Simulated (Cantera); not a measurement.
A closed system holds: 1 mol H2S, 6.7 mol H2, equilibrated at 2252 °C and 0.0240 bar.

Cantera equilibrium calculation (NASA polynomials, part measured and part estimated; ideal gas, pure solids and liquids). Candidate condensed phases: S; 7 gas species. The numbers say what is thermodynamically allowed, not how fast it happens.

Base state: H2 0.753, H 0.157, S 0.0445, SH 0.0221, S2 0.0201, H2S 0.00315 (mole fractions); condensed: gas only.

What changes in the equilibrium state with this change: temperature from 2252 °C to 425 °C?


| species | before | after |
|---|---|---|
| H2 | 0.753 | 0.870 |
| H2S | 0.00315 | 0.130 |
| S2 | 0.0201 | 4.69e-9 |
| H | 0.157 | <1e-9 |
| S | 0.0445 | <1e-9 |
| SH | 0.0221 | 1.07e-9 |
